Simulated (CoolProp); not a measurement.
Properties of fluorine along the isobar 101 kPa (Tc = -128.7 °C, pc = 5240 kPa, ω = 0.045).

Values from CoolProp's reference Helmholtz-energy equation of state, de Reuck 1990.

```
T (°C)    phase         Z  fugacity coefficient
-------  ------  --------  --------------------
-194.45  liquid  0.003795                0.4471
-171.85     gas    0.9805                0.9808
-149.25     gas    0.9897                0.9898
-126.65     gas    0.9940                0.9940
-104.05     gas    0.9962                0.9962
-81.55      gas    0.9975                0.9975
-58.95      gas    0.9983                0.9983
-36.35      gas    0.9988                0.9988
-13.75      gas    0.9992                0.9992
```
